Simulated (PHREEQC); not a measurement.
0.13 g of hydrous ferric oxide (600 m²/g; 0.2 weak and 0.005 strong sites per Fe, Dzombak-Morel constants, diffuse double layer) in 1 kg of water with 0.1 mol/kgw of an inert sodium salt and 0.00015 mol CaCl2 and 4.8e-05 mol NaH2PO4, at 25 °C; the pH is set by adding NaOH or the inert anion's acid. Oxygen alone is held at its pressure in air (log pO2 = -0.68). CO2 from the air is kept out. Precipitation was switched off in this run.

Base run: PHREEQC, ion-association model, wateq4f.dat. Each further column changes one thing. The table gives P sorbed (%).

```
pH    base  no electrostatic term (-no_edl)  background salt from 0.1 to 0.01 mol/kgw  oxide from 0.13 to 0.65 g/kgw  0.00056 mol/kgw ZnCl2 added
---  -----  -------------------------------  ----------------------------------------  -----------------------------  ---------------------------
3     99.9                             83.4                                     100.0                          100.0                         99.9
4    100.0                             84.7                                     100.0                          100.0                        100.0
5.5  100.0                             87.9                                     100.0                          100.0                        100.0
6.5   99.9                             94.5                                      99.9                          100.0                         99.9
7.5   97.8                             96.2                                      98.8                           99.9                         99.9
8.5   70.2                             93.9                                      76.4                           96.5                         99.3
10    12.2                             55.6                                      17.2                           16.8                         45.5
11     0.8                              5.2                                       1.0                            0.7                          1.1
```

In at least one series the solution becomes supersaturated in solids that the run did not let form, among them Hydroxyapatite. H3PO4, which wateq4f.dat lacks, is added to it with the constant of phreeqc.dat. The oxide is taken as insoluble; below pH 4 it would dissolve. The database has no phosphate complexes of Zn.
